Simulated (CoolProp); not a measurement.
Vapour-liquid equilibrium of ethanol (1) + p-xylene (2) at 116.15 °C; x and y are mole fractions of (1).

Values from CoolProp's multi-fluid Helmholtz-energy mixture model, Schroeder 2014 and Zhou 2012; pair parameters Bell 2016.

| x | bubble pressure (bar) | y at the bubble point | dew pressure at overall composition x (bar) | liquid density (mol/L) |
|---|---|---|---|---|
| 0.05 | 1.293 | 0.589 | 0.5666 | 7.467 |
| 0.2 | 2.389 | 0.790 | 0.6725 | 8.051 |
| 0.35 | 2.749 | 0.826 | 0.8259 | 8.773 |
| 0.5 | 2.937 | 0.846 | 1.068 | 9.681 |
| 0.65 | 3.137 | 0.872 | 1.507 | 10.84 |
| 0.8 | 3.391 | 0.914 | 2.488 | 12.34 |
| 0.95 | 3.692 | 0.976 | 3.572 | 14.31 |

No azeotrope shows between x = 0.05 and 0.95.

Pair parameters are fitted to limited data, so mixtures are less certain than the pure fluids. With so large a gap from Raoult's law the liquid may split in two, which this calculation doesn't test in full.
